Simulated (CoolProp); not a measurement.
CHF3 (R23) along the isotherm 42.35 °C: density (kg/m³) from the reference equation and from simpler models built on Tc = 26.1 °C, pc = 4.832 MPa, ω = 0.263; each cubic takes its own stable root.

Values from CoolProp's reference Helmholtz-energy equation of state, Penoncello 2003.

```tsv
p (MPa)	phase	reference	ideal gas	van der Waals	Redlich-Kwong	Soave-Redlich-Kwong	Peng-Robinson
0.302	gas	8.217	8.060	8.196	8.212	8.208	8.227
0.604	gas	[?]	16.12	16.68	[?]	16.73	16.81
0.906	gas	[?]	24.18	25.48	25.63	25.59	25.77
1.21	gas	35.07	32.30	34.70	34.97	34.89	35.22
1.51	gas	44.77	40.30	44.18	44.62	44.48	45.02
1.81	gas	54.98	48.31	54.09	54.74	54.52	55.32
2.11	gas	65.74	56.32	[?]	65.40	65.06	66.20
2.42	gas	77.52	64.59	75.84	77.05	76.56	[?]
```

Question: Some entries are withheld; supply them.

Answer: 
- 0.604, reference: 16.77
- 0.604, Redlich-Kwong: 16.75
- 0.906, reference: 25.68
- 2.11, van der Waals: 64.50
- 2.42, Peng-Robinson: 78.12
